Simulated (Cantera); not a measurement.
An isothermal, constant-pressure homogeneous reactor starts with 27.8 % NH₃, 72.2 % N₂, at 1925 K and 33.0 Torr.

Cantera simulation using the gas-phase N/H chemistry of the illustrative SiF4/NH3 mechanism in the Surface Chemkin manual (1991); the numbers are that mechanism's predictions, not measurements. Walls and surfaces, which speed up NH3 decomposition in real reactors, are not modelled.

**Question.** Predict: x(NH₃) at 2.00 s; x(N) at 2.00 s; x(H₂) at 2.00 s; x(N₂) at 2.00 s; x(N₂H₂) at 2.00 s; x(NH₂) at 2.00 s; x(NH) at 2.00 s.

**Answer.** 
* **x(NH₃) at 2.00 s**: 0.0508 (gas-phase equilibrium 1.52e-7)
* **x(N) at 2.00 s**: 7.37e-7 (gas-phase equilibrium 1.14e-9)
* **x(H₂) at 2.00 s**: 0.266 (gas-phase equilibrium 0.324)
* **x(N₂) at 2.00 s**: 0.683 (gas-phase equilibrium 0.673)
* **x(N₂H₂) at 2.00 s**: 2.45e-7 (gas-phase equilibrium <1e-12)
* **x(NH₂) at 2.00 s**: 0.000149 (gas-phase equilibrium 3.46e-9)
* **x(NH) at 2.00 s**: 5.60e-6 (gas-phase equilibrium 1.06e-9)
